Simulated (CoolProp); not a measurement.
Ethanol at 293.15 K and 0.231 MPa flows at 5.8 m/s in a round tube of 50 mm bore and 45 µm roughness, fully developed (64/Re and Nu = 3.66 if laminar; Colebrook and Gnielinski if turbulent). Each further row changes one setting.

Model: reference Helmholtz-energy equation of state, Schroeder 2014, in CoolProp.

```csv
case,Reynolds number,Darcy friction factor,pressure drop (Pa/m),heat-transfer coefficient (W/(m² K)),mass flow (kg/h)
as stated,192000,0.0207,5500,6020,32400
velocity 11.6 m/s,383000,0.0200,21200,11800,64700
diameter 100 mm,383000,0.0176,2340,5470,129000
```

Viscosity comes from a separate model (Kiselev 2005). Thermal conductivity comes from a separate model (Assael 2013).
